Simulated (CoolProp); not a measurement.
Vapour-liquid equilibrium of R125 (1) + R227EA (2) at -76.85 °C; x and y are mole fractions of (1).

The numbers come from the multi-fluid Helmholtz-energy mixture model, Lemmon 2005 and Lemmon 2016; pair parameters Bell 2016 in CoolProp.

```tsv
x	bubble pressure (bar)	y at the bubble point	dew pressure at overall composition x (bar)	liquid density (mol/L)
0.05	0.03530	0.274	0.02815	10.34
0.125	0.04797	0.508	0.03020	10.54
0.2	0.06068	0.644	0.03256	10.75
0.275	0.07339	0.733	0.03533	10.96
0.35	0.08603	0.795	0.03861	11.18
0.425	0.09857	0.841	0.04256	11.41
0.5	0.1110	0.877	0.04742	11.64
0.575	0.1233	0.905	0.05353	11.88
0.65	0.1355	0.929	0.06144	12.14
0.725	0.1477	0.948	0.07210	12.40
0.8	0.1598	0.965	0.08723	12.67
0.875	0.1720	0.979	0.1103	12.95
0.95	0.1842	0.992	0.1491	13.24
```

No azeotrope shows between x = 0.05 and 0.95.

Pair parameters are fitted to limited data, so mixtures are less certain than the pure fluids.
